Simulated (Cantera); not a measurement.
An isothermal, constant-pressure homogeneous reactor starts with H₂ : O₂ = 0.056 : 1 (molar parts), at 1425 K and 0.0132 atm. Integrator tolerance rtol = 1e-08.

Computed with Cantera and the H2/O2 subset of GRI-Mech 3.0, which has no nitrogen chemistry. Radical loss at walls, strong at low pressure, is not modelled. The temperature is held fixed by assumption; the heat of reaction is taken as removed at once.

| quantity | before | after |
|---|---|---|
| x(H₂) at 7.00 s | 7.67e-7 (gas-phase equilibrium 3.21e-7) | 3.77e-7 (gas-phase equilibrium 6.55e-8) |
| x(O₂) at 7.00 s | 0.945 (gas-phase equilibrium 0.945) | 0.945 (gas-phase equilibrium 0.946) |
| x(OH) at 7.00 s | 0.000193 (gas-phase equilibrium 0.000125) | 0.000106 (gas-phase equilibrium 4.43e-5) |
| x(H) at 7.00 s | 1.24e-7 (gas-phase equilibrium 3.37e-8) | 5.01e-8 (gas-phase equilibrium 3.65e-9) |
| x(HO₂) at 7.00 s | 6.54e-8 (gas-phase equilibrium 8.56e-8) | 2.65e-8 (gas-phase equilibrium 3.66e-8) |
| x(O) at 7.00 s | 2.81e-5 (gas-phase equilibrium 1.18e-5) | 1.34e-5 (gas-phase equilibrium 2.33e-6) |

Q: What was changed between the two runs?
A) temperature 1425 to 1325 K
B) temperature 1425 to 1050 K
C) H2 0.056 to 0.076 parts
D) pressure from 0.0132 atm to 0.00651 atm

A: A, temperature 1425 to 1325 K
